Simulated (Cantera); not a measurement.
Charge: 1 mol Si, 0.068 mol N₂O, 34 mol H₂, held at 977 °C and 1.00 Torr.

Method: chemical equilibrium by Gibbs-energy minimisation in Cantera with the NASA 1993 tables (ideal gas, pure condensed phases). Candidate condensed phases: H₂O, Si, SiO₂, Si₂N₂O, Si₃N₄; 35 gas species. Mutual solubility and eutectic melting of coexisting phases are not modelled. Rates play no part.

Base state: H₂ 1.000, H 1.32e-5 (mole fractions); condensed: Si(s) + Si₂N₂O(s).

### Question
What changes in the equilibrium state with this change: temperature from 977 °C to 1577 °C?

### Answer
```tsv
species	before	after
H₂	1.000	0.976
H	1.32e-5	0.0146
Si	6.23e-9	0.00484
SiH	2.51e-9	0.000173
Si₂	<1e-9	3.38e-5
SiH₂	3.13e-8	4.12e-5
Si(s), mol	0.864	0
Si₂N₂O(s), mol	0.0678	0
Si(l), mol	0	0.754
```
Gases not in the tables: Si₂H₆ and higher silanes.
